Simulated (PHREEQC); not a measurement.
Consider water at 20 °C with 0.012 mol/kgw CuSO4, 0.0017 mol/kgw HNO3 and 0.11 mol/kgw H3BO3. Closed to the air; pH follows from the charge balance.

All values are PHREEQC results (ion-association model, wateq4f.dat), not measurements.

Precipitation was switched off in this run.

Question: Estimate the pH.

Answer: pH 2.97.

Question: In which forms is S present?

Answer: SO4-2 66 %, CuSO4 30 %, HSO4- 3.8 % of the S.

Species that the database lacks are ignored.
